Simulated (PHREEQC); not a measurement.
Dissolve 9.4 mmol/kgw Cu(BF4)2 and 0.035 mmol/kgw HNO3 at 80 °C. Closed to the air; pH follows from the charge balance.

Model: ion-association model, phreeqc.dat, run in PHREEQC.

Each row changes one thing in this solution. No solid was allowed to form.

```
case                                       pH  ionic strength (mol/kgw)  BF4- (mol/kgw)  HF (mol/kgw)  Cu+2 (mol/kgw)  F- (mol/kgw)
---------------------------------------  ----  ------------------------  --------------  ------------  --------------  ------------
as made                                  3.03                    0.0285          0.0135        0.0107         0.00900       0.00311
Cu(BF4)2 from 0.0094 to 0.00846 mol/kgw  3.04                    0.0257          0.0118        0.0103         0.00809       0.00308
HNO3 from 3.5e-05 to 1.75e-05 mol/kgw    3.03                    0.0285          0.0135        0.0106         0.00900       0.00312
0.0026 mol/kgw LiF added                 3.22                    0.0303          0.0136        0.0100         0.00883       0.00462
0.0029 mol/kgw NaCl added                3.03                    0.0308          0.0135        0.0106         0.00872       0.00313
temperature from 80 to 65 °C             2.97                    0.0288          0.0143       0.00839         0.00906       0.00289
0.002 mol/kgw KOH added                  3.23                    0.0298          0.0131       0.00949         0.00885       0.00443
diluted 100-fold with water              3.69                  0.000491         4.35e-9      0.000352         9.31e-5      0.000397
```

Constants without temperature data keep their 25 °C values here. Real BF4- forms and hydrolyses slowly; the run takes it at equilibrium.
